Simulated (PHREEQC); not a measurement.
# Buffer: an equilibrium model

Make-up at 20 °C: 0.00097 mol/kgw NaH2PO4, 0.013 mol/kgw Na2HPO4 and 0.068 mol/kgw KCl. Closed to the air; pH follows from the charge balance.

Model: ion-association model, wateq4f.dat, run in PHREEQC.

Each row changes one thing in this solution. No solid was allowed to form.

| case | pH | ionic strength (mol/kgw) | HPO4-2 (mol/kgw) | H2PO4- (mol/kgw) | KHPO4- (mol/kgw) | NaHPO4- (mol/kgw) | SI of Halite (NaCl) |
|---|---|---|---|---|---|---|---|
| as made | 7.99 | 0.106 | 0.0122 | 0.000972 | 0.000576 | 0.000234 | -4.54 |
| KCl from 0.068 to 0.0748 mol/kgw | 7.98 | 0.113 | 0.0121 | 0.000972 | 0.000619 | 0.000229 | -4.50 |
| KCl from 0.068 to 0.102 mol/kgw | 7.96 | 0.140 | 0.0120 | 0.000972 | 0.000775 | 0.000211 | -4.38 |
| Na2HPO4 left out | 5.02 | 0.0690 | 1.16e-5 | 0.000957 | 6.40e-7 | 9.28e-9 | -5.95 |
| diluted 2-fold with water | 8.07 | 0.0535 | 0.00624 | 0.000487 | 0.000185 | 7.42e-5 | -5.09 |
| NaH2PO4 from 0.00097 to 0.000873 mol/kgw | 8.04 | 0.106 | 0.0122 | 0.000876 | 0.000577 | 0.000234 | -4.54 |

Complexes and solids missing from the database can't appear. H3PO4, which wateq4f.dat lacks, is added to it with the constant of phreeqc.dat.
